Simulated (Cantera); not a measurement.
A perfectly stirred reactor is fed with CH4 : H2O : H2 : N2 = 1 : 4.5 : 0.057 : 0.21 (molar parts), at 5.00 bar; it is held at 2175 K, and followed from long to short residence time.

Detailed kinetics in Cantera: GRI-Mech 3.0 (53 species, 325 reactions).

One state of this run: x CH4 = 9.38e-5; x H2O = 0.429; x H2 = 0.414; x CH3 = 6.06e-6; x CO = 0.107. x: mole fraction; the columns are a selection and need not sum to one.

**Question.** Which value of τ (s) does it belong to?
A. 0.071
B. 0.010
C. 0.19
D. 0.50

**Answer.** D, 0.50
